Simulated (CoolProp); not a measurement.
Values from CoolProp's reference Helmholtz-energy equation of state, Schroeder 2014.

Question: For ethanol, give the phase and the density (kg/m³), cp (kJ/(kg K)), cv (kJ/(kg K)), Joule-Thomson coefficient (K/MPa) at 23.45 °C and 0.191 bar.

Answer: 
- 23.45 °C and 0.191 bar: liquid; density 786, cp 2.42, cv 2.03, Joule-Thomson coefficient -0.355
